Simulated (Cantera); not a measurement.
PbO + H₂ (iron carbonyl, mercury and lead vapours)

Charge: 1 mol PbO, 0.41 mol H₂, at 100 Torr.

These are equilibrium values from Cantera (NASA tables, ideal gas, pure condensed phases), not measurements of a reactor. Candidate condensed phases: H₂O, Pb, PbO, PbO₂, Pb₃O₄; 12 gas species. Each liquid is taken as pure. Mutual solubility and eutectic melting of coexisting phases are not modelled. Gases not in the tables: (PbO)n polymers. Equilibrium is a limit: real reactors are often held back by kinetics, nucleation or transport.

From 1025 °C to 1225 °C the condensed part is Pb(l) + PbO(l). The share of Pb in condensed phases is highest at 1025 °C (99.1 %) and lowest at 1225 °C (86.7 %).

```tsv
T (°C)	x H₂O	x Pb	x PbO	x H₂	x Pb₂	x OH	x O₂	x H	n Pb(l)	n PbO(l)
1025	0.977	0.0192	0.00327	0.000470	1.79e-6	1.71e-6	2.28e-7	6.36e-8	0.402	0.589
1050	0.968	0.0264	0.00501	0.000518	3.05e-6	2.67e-6	4.40e-7	9.89e-8	0.399	0.588
1075	0.956	0.0358	0.00754	0.000569	5.08e-6	4.09e-6	8.26e-7	1.51e-7	0.394	0.587
1100	0.940	0.0481	0.0112	0.000619	8.30e-6	6.15e-6	1.52e-6	2.27e-7	0.389	0.585
1125	0.919	0.0639	0.0163	0.000669	1.33e-5	9.08e-6	2.72e-6	3.35e-7	0.381	0.583
1150	0.892	0.0841	0.0234	0.000715	2.10e-5	1.32e-5	4.77e-6	4.86e-7	0.371	0.580
1175	0.856	0.109	0.0333	0.000755	3.25e-5	1.87e-5	8.19e-6	6.94e-7	0.357	0.574
1200	0.811	0.141	0.0466	0.000784	4.97e-5	2.61e-5	1.38e-5	9.70e-7	0.338	0.567
1225	0.754	0.181	0.0645	0.000797	7.47e-5	3.57e-5	2.28e-5	1.33e-6	0.311	0.555
```
x: gas mole fraction; n: condensed amount in mol.
